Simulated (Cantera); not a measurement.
A perfectly stirred reactor is fed with CH4 : CO2 = 1 : 2.8 (molar parts), at 1.01 bar; it is held at 1300 K, and followed from long to short residence time.

Computed with Cantera and GRI-Mech 3.0 (53 species, 325 reactions).

**Question.** Predict: x(CH4) at τ = 28.0 s; x(CO2) at τ = 28.0 s; x(H) at τ = 28.0 s; x(C2H4) at τ = 28.0 s; x(CH4) at τ = 0.130 s; x(CO2) at τ = 0.130 s; x(C2H4) at τ = 0.130 s.

**Answer.** 
| Item | Result |
|---|---|
| x(CH4) at τ = 28.0 s | 0.195 |
| x(CO2) at τ = 28.0 s | 0.643 |
| x(H) at τ = 28.0 s | 5.37e-8 |
| x(C2H4) at τ = 28.0 s | 0.00249 |
| x(CH4) at τ = 0.130 s | 0.263 |
| x(CO2) at τ = 0.130 s | 0.737 |
| x(C2H4) at τ = 0.130 s | 4.51e-5 |
